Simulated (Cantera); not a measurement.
Feed: 1 mol V, a varied amount of O2, 10 mol H2, at 2427 °C and 3.68 Torr.

Cantera equilibrium calculation (NASA polynomials, part measured and part estimated; ideal gas, pure solids and liquids). Candidate condensed phases: H2O, V, VO, V2O3, V2O4, V2O5; 12 gas species. The numbers say what is thermodynamically allowed, not how fast it happens.

x: gas mole fraction; nothing condenses.

```csv
n(O2) (mol),x H,x H2,x V,x VO,x VO2
0.023,0.521,0.412,0.0643,0.00292,2.40e-5
0.03,0.521,0.412,0.0634,0.00379,4.09e-5
0.037,0.521,0.412,0.0625,0.00465,6.24e-5
0.047,0.521,0.412,0.0613,0.00586,0.000101
0.06,0.521,0.412,0.0597,0.00741,0.000166
0.076,0.521,0.412,0.0577,0.00926,0.000268
0.096,0.521,0.412,0.0553,0.0115,0.000431
0.12,0.521,0.411,0.0525,…,…
0.15,0.521,0.411,0.0491,0.0171,0.00107
0.19,0.520,0.411,0.0447,0.0208,0.00175
0.25,0.520,0.411,…,…,…
0.31,0.520,0.410,0.0328,0.0296,0.00483
0.39,0.520,0.410,0.0260,0.0335,0.00778
```

Question: What belongs in the gaps?

Answer: 
- 0.12, x VO: 0.0141
- 0.12, x VO2: 0.000680
- 0.25, x V: 0.0385
- 0.25, x VO: 0.0257
- 0.25, x VO2: 0.00309
